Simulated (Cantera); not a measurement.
Feed: 1 mol SiH2Cl2, 21 mol N2, 0.78 mol NH3, at 998.15 K and 31.0 Pa.

Method: chemical equilibrium by Gibbs-energy minimisation in Cantera with the NASA 1993 tables (ideal gas, pure condensed phases). Candidate condensed phases: NH4Cl, Si, Si3N4; 28 gas species. Kinetics and transport are ignored.

Base state: N2 0.868, HCl 0.0820, H2 0.0498, SiCl4 0.000411 (mole fractions); condensed: Si3N4(s).

### Question
What changes in the equilibrium state with this change: temperature from 998.15 K to 1223 K?

### Answer
| species | before | after |
|---|---|---|
| N2 | 0.868 | 0.868 |
| HCl | 0.0820 | 0.0802 |
| H2 | 0.0498 | 0.0506 |
| SiCl2 | 3.34e-6 | 0.00110 |
| SiCl3 | 7.49e-6 | 0.000157 |
| SiCl4 | 0.000411 | 0.000177 |
| Si3N4(s), mol | 0.330 | 0.322 |
The tables' values for SiCl3 are old estimates; treat these amounts as uncertain.
